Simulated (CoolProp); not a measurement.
Vapour-liquid equilibrium of n-octane (1) + p-xylene (2) at 199.35 °C; x and y are mole fractions of (1).

The numbers come from the multi-fluid Helmholtz-energy mixture model, Beckmüller 2019 and Zhou 2012; pair parameters Bell 2016 in CoolProp.

| x | bubble pressure (MPa) | y at the bubble point | dew pressure at overall composition x (MPa) | liquid density (mol/L) |
|---|---|---|---|---|
| 0.05 | 0.4197 | 0.073 | 0.4160 | 6.358 |
| 0.15 | 0.4409 | 0.201 | 0.4325 | 6.133 |
| 0.25 | 0.4592 | 0.313 | 0.4489 | 5.920 |
| 0.35 | 0.4752 | 0.415 | 0.4650 | 5.719 |
| 0.45 | 0.4894 | 0.511 | 0.4804 | 5.529 |
| 0.55 | 0.5020 | 0.602 | 0.4949 | 5.350 |
| 0.65 | 0.5133 | 0.691 | 0.5082 | 5.181 |
| 0.75 | 0.5235 | 0.779 | 0.5202 | 5.020 |
| 0.85 | 0.5326 | 0.867 | 0.5309 | 4.868 |
| 0.95 | 0.5409 | 0.956 | 0.5404 | 4.724 |

No azeotrope shows between x = 0.05 and 0.95.

The pair parameters rest on a limited set of measurements; away from them the model extrapolates.
